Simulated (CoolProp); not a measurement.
R227EA at 293.15 K and 1.19 MPa flows at 0.63 m/s in a round tube of 6 mm bore and 1.5 µm roughness, fully developed (64/Re and Nu = 3.66 if laminar; Colebrook and Gnielinski if turbulent). Each further row changes one setting.

Values from CoolProp's reference Helmholtz-energy equation of state, Lemmon 2016.

```tsv
case	Reynolds number	Darcy friction factor	pressure drop (Pa/m)	heat-transfer coefficient (W/(m² K))	mass flow (kg/h)
as stated	20500	…	…	1360	90.7
velocity 1.26 m/s	41000	0.0226	4240	2500	181
diameter 12 mm	41000	0.0222	520	1240	…
```

**Question.** Complete the blanks.

**Answer.** 
- as stated, Darcy friction factor: 0.0263
- as stated, pressure drop (Pa/m): 1230
- diameter 12 mm, mass flow (kg/h): 363

Viscosity comes from a separate model (Huber 2003), an estimate that may be off by 10 % or more. Thermal conductivity comes from a separate model (Huber 2003), an estimate that may be off by 10 % or more.
